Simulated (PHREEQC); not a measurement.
A solution holds 0.18 mol CuCl2 and 0.075 mol HCl per kg of water, at 25 °C. Closed to the air; pH follows from the charge balance.

Model: ion-association model, phreeqc.dat, run in PHREEQC.

Precipitation was switched off in this run.

Q: What pH, ionic strength does the model give?

A: pH 1.24; ionic strength 0.534 mol/kgw.

Q: In which forms is Cl present?

A: Cl- 90 %, CuCl+ 8.4 %, CuCl2 1.3 % of the Cl.

Complexes and solids missing from the database can't appear.
